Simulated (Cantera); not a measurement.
Adiabatic ignition

An adiabatic, constant-volume homogeneous reactor starts with CO : H2 : CH4 : O2 : N2 = 1 : 0.033 : 0.31 : 3.49 : 13.1 (molar parts), equivalence ratio 0.33, at 1100 K and 3750 Torr.

Cantera simulation using GRI-Mech 3.0 (53 species, 325 reactions); the numbers are that mechanism's predictions, not measurements.

```tsv
t (s)	T (K)	P (bar)	x CO	x H2	x CH4	x O2	x CH3	x HO2
2.00e-6	1100	5.00	0.0558	0.00184	0.0173	0.195	8.69e-10	3.18e-10
1.08e-5	1100	5.00	0.0558	0.00184	0.0173	0.195	9.34e-9	2.67e-9
5.86e-5	1100	5.00	0.0558	0.00184	0.0173	0.195	6.16e-8	1.73e-8
0.000317	1100	5.00	0.0558	0.00184	0.0173	0.195	4.82e-7	1.42e-7
0.00172	1101	5.00	0.0557	0.00183	0.0172	0.195	6.31e-6	3.07e-6
0.00931	2138	9.44	0.000260	2.52e-5	<1e-12	0.135	<1e-12	3.64e-6
0.0504	2134	9.42	0.000252	2.46e-5	<1e-12	0.134	<1e-12	3.57e-6
0.273	2121	9.37	0.000232	2.28e-5	<1e-12	0.132	<1e-12	3.36e-6
1.48	2116	9.35	0.000225	2.22e-5	<1e-12	0.131	<1e-12	3.29e-6
8.00	2116	9.35	0.000225	2.22e-5	<1e-12	0.131	<1e-12	3.29e-6
```
x: mole fraction; the columns are a selection and need not sum to one.

- time of steepest temperature rise = 4.08 ms
- temperature at 8.00 s = 2116 K
- equilibrium temperature = 2116 K
- x(CO) at 8.00 s = 0.000225 (gas-phase equilibrium 0.000225)
- x(H2) at 8.00 s = 2.22e-5 (gas-phase equilibrium 2.22e-5)
- x(CH4) at 8.00 s = <1e-12 (gas-phase equilibrium <1e-12)
